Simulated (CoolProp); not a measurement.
n-undecane along the isotherm 346.85 °C: Z from the reference equation and from simpler models built on Tc = 365.7 °C, pc = 19.90 bar, ω = 0.539; each cubic takes its own stable root.

Model: reference Helmholtz-energy equation of state, Aleksandrov 2011, in CoolProp. It is a short technical equation, of lower accuracy than the large ones.

```tsv
p (bar)	phase	reference
0.622	gas	0.9863
1.24	gas	0.9725
1.87	gas	0.9582
2.49	gas	0.9438
3.11	gas	0.9292
3.73	gas	0.9143
4.35	gas	0.8991
4.98	gas	0.8833
5.6	gas	0.8673
6.22	gas	0.8509
6.84	gas	0.8341
7.46	gas	0.8168
8.09	gas	0.7987
8.71	gas	0.7803
9.33	gas	0.7611
9.95	gas	0.7412
```

Problem. How far does each simpler model (Pitzer virial, van der Waals, Redlich-Kwong, Soave-Redlich-Kwong, Peng-Robinson) lie from the reference over these 16 states: mean and median of the absolute difference, and the worst?

Solution. 
- Pitzer virial: mean 2.7 %, median 2.1 %, worst +7.8 % at 346.85 °C and 9.95 bar
- van der Waals: mean 4.1 %, median 3.7 %, worst +9.3 % at 346.85 °C and 9.95 bar
- Redlich-Kwong: mean 2.4 %, median 2.1 %, worst +5.5 % at 346.85 °C and 9.95 bar
- Soave-Redlich-Kwong: mean 1.9 %, median 1.7 %, worst +4.3 % at 346.85 °C and 9.95 bar
- Peng-Robinson: mean 0.7 %, median 0.6 %, worst +1.8 % at 346.85 °C and 9.95 bar
